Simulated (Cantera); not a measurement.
Input: 1 mol SF₆, 0.23 mol H₂, 0.059 mol O₂, at 3100 K and 0.143 Torr.

Method: chemical equilibrium by Gibbs-energy minimisation in Cantera with the NASA 1993 tables (ideal gas, pure condensed phases). Candidate condensed phases: H₂O, H₂SO₄, S; 43 gas species. Equilibrium is a limit: real reactors are often held back by kinetics, nucleation or transport.

Base state: F 0.788, S 0.134, H 0.0427, HF 0.0192, O 0.0157, SO 0.000136, S₂ 3.04e-5, SF 1.87e-5 (mole fractions); condensed: gas only.

Task: What changes in the equilibrium state with this change: pressure from 0.143 Torr to 720 Torr?

Result: 
```tsv
species	before	after
F	0.788	0.796
HF	0.0192	0.0707
S	0.134	0.0498
H	0.0427	3.08e-5
SF	1.87e-5	0.0354
S₂	3.04e-5	0.0211
SO	0.000136	0.0151
O	0.0157	0.000934
SF₂	<1e-9	0.00962
S₂F₂ (SSF₂)	<1e-9	0.000165
SF₃	<1e-9	9.16e-5
SOF₂	<1e-9	7.77e-5
```
The tables' values for S₂F₂ (SSF₂), SF₃, SOF₂, FS₂F (FSSF) are old estimates; treat these amounts as uncertain.
